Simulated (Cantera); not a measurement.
Cantera run:

```python
import numpy as np
import cantera as ct

gas_names = """
    B BH BH2 BH3 BN B2 H H2 N NH NH2 NH3 N2 N2H2 N2H4
""".split()
cond_names = """
    B(b) B(L) BN(s)
""".split()


def load(file, names, dense=False):
    # The tables refer to 1 bar. Condensed volumes are neglected.
    table = {s.name: s for s in ct.Species.list_from_file(file)}
    out = []
    for n in names:
        d = dict(table[n].input_data)
        d["thermo"] = dict(d["thermo"], **{"reference-pressure": 1e5})
        if dense:
            d["equation-of-state"] = {"model": "constant-volume", "density": "1e6 g/cm^3"}
        out.append(ct.Species.from_dict(d))
    return out


gas = ct.Solution(thermo="ideal-gas", species=load("nasa_gas.yaml", gas_names))
cond = {s.name: ct.Solution(thermo="fixed-stoichiometry", species=[s], name=s.name)
        for s in load("nasa_condensed.yaml", cond_names, dense=True)}
atoms = {
    'BN': {'B': 1, 'N': 1},
    'H2': {'H': 2},
    'N2': {'N': 2},
}
top_T = {'BN(s)': 3200}  # K; cautious upper limits of use, not melting points


def equilibrate(T, P, feed):
    n = {}
    for name, mol in feed.items():
        for a, k in atoms[name].items():
            n[a] = n.get(a, 0.0) + k * mol
    gas.TPX = T, P, n
    mass = sum(n.values()) * gas.mean_molecular_weight
    gas.equilibrate("TP")
    valid = [c for c in cond.values() if c.min_temp <= T <= top_T.get(c.name, c.max_temp)]
    mix = ct.Mixture([(gas, mass / gas.mean_molecular_weight)] + [(c, 0.0) for c in valid])
    mix.T, mix.P = T, P
    mix.equilibrate("TP", solver="vcs", rtol=1e-11, max_steps=5000)
    return mix


results = []
T = 2148  # K
P = 4700  # Pa
for m in [2.3, 4.3, 8, 15, 27, 50, 93]:
    feed = {'BN': 1, 'H2': 130, 'N2': m}  # mol
    mix = equilibrate(T, P, feed)
    results.append((T, P, feed, dict(zip(mix.species_names, mix.species_moles))))

top = {s: max(r[3][s] / sum(r[3][g] for g in gas_names) for r in results) for s in gas_names}
cols = sorted((s for s in top if top[s] > 0.001), key=lambda s: -top[s])[:6]
seen = [c for c in cond_names if any(r[3].get(c, 0) > 1e-12 for r in results)]
print("log10 of partial pressures in bar; condensed amounts in mol")
print(f"{'n(N2)':>10s}" + "".join(f"{s[:9]:>10s}" for s in cols + seen))
for T, P, feed, n in results:
    ng = sum(n[g] for g in gas_names)
    print(f"{feed['N2']:10.4g}" + "".join(f"{np.log10(max(n[s] / ng * P / 1e5, 1e-99)):10.3f}" for s in cols)
          + "".join(f"{n.get(c, 0):10.4g}" for c in seen))
```

Result:

```
log10 of partial pressures in bar; condensed amounts in mol
     n(N2)        H2        N2         H      B(b)     BN(s)
       2.3    -1.345    -3.036    -3.053    0.4994    0.3617
       4.3    -1.351    -2.821    -3.056         0    0.8915
         8    -1.363    -2.567    -3.061         0     0.919
        15    -1.384    -2.316    -3.072         0    0.9392
        27    -1.418    -2.096    -3.089         0    0.9527
        50    -1.478    -1.888    -3.119         0    0.9626
        93    -1.571    -1.711    -3.166         0    0.9692
```

Cantera equilibrium calculation (NASA polynomials, part measured and part estimated; ideal gas, pure solids and liquids). Mutual solubility and eutectic melting of coexisting phases are not modelled. The tables' values for BH2 are old estimates; treat these amounts as uncertain. Gases not in the tables: B2H6 and higher boranes.
